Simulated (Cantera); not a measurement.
A closed system holds: 1 mol Fe2O3, 1.2 mol CO, 7.3 mol N2, 0.45 mol CH4, equilibrated at 2550 K and 1.60 mbar.

Cantera equilibrium calculation (NASA polynomials, part measured and part estimated; ideal gas, pure solids and liquids). Equilibrium is a limit: real reactors are often held back by kinetics, nucleation or transport.

```json
[
 {"species": "N2", "before": "0.518", "after": "0.741"},
 {"species": "CO", "before": "0.104", "after": "0.124"},
 {"species": "H2", "before": "0.00979", "after": "0.0792"},
 {"species": "Fe", "before": "0.136", "after": "<1e-9"},
 {"species": "H", "before": "0.0771", "after": "<1e-9"},
 {"species": "O", "before": "0.0761", "after": "<1e-9"},
 {"species": "O2", "before": "0.0272", "after": "<1e-9"},
 {"species": "OH", "before": "0.0148", "after": "<1e-9"},
 {"species": "CO2", "before": "0.0143", "after": "0.0437"},
 {"species": "H2O", "before": "0.00857", "after": "0.0122"},
 {"species": "NO", "before": "0.00732", "after": "<1e-9"},
 {"species": "FeO", "before": "0.00663", "after": "<1e-9"},
 {"species": "FeO(s), mol", "before": "0", "after": "2.00"}
]
```
Gas species are given as mole fractions.

**Question.** What was changed between the two runs?
(A) CO from 1.2 to 10 mol
(B) pressure from 1.60 mbar to 34.0 Pa
(C) temperature from 2550 K to 900 K
(D) temperature from 2550 K to 1698 K

**Answer.** C, temperature from 2550 K to 900 K. The tables' stoichiometric FeO is somewhat more stable than real wüstite, so its field is too wide. FeO: taken at fixed stoichiometry
